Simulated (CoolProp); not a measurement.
Vapour-liquid equilibrium of propane (1) + n-pentane (2) at 285.7 K; x and y are mole fractions of (1).

Values from CoolProp's multi-fluid Helmholtz-energy mixture model, Lemmon 2009 and Thol 2019; pair parameters Kunz 2012.

| x | bubble pressure (bar) | y at the bubble point | dew pressure at overall composition x (bar) | liquid density (mol/L) |
|---|---|---|---|---|
| 0.05 | 0.7934 | 0.486 | 0.4420 | 8.856 |
| 0.15 | 1.493 | 0.746 | 0.4922 | 9.041 |
| 0.25 | 2.148 | 0.838 | 0.5551 | 9.267 |
| 0.35 | 2.776 | 0.886 | 0.6363 | 9.531 |
| 0.45 | 3.387 | 0.917 | 0.7448 | 9.827 |
| 0.55 | 3.991 | 0.939 | 0.8975 | 10.15 |
| 0.65 | 4.593 | 0.956 | 1.128 | 10.49 |
| 0.75 | 5.201 | 0.970 | 1.513 | 10.84 |
| 0.85 | 5.825 | 0.983 | 2.281 | 11.17 |
| 0.95 | 6.485 | 0.994 | 4.359 | 11.46 |

No azeotrope shows between x = 0.05 and 0.95.

The pair parameters rest on a limited set of measurements; away from them the model extrapolates. The gap from Raoult's law changes sign with composition, which may be real or a fault of the pair parameters; it wasn't checked against measurements.
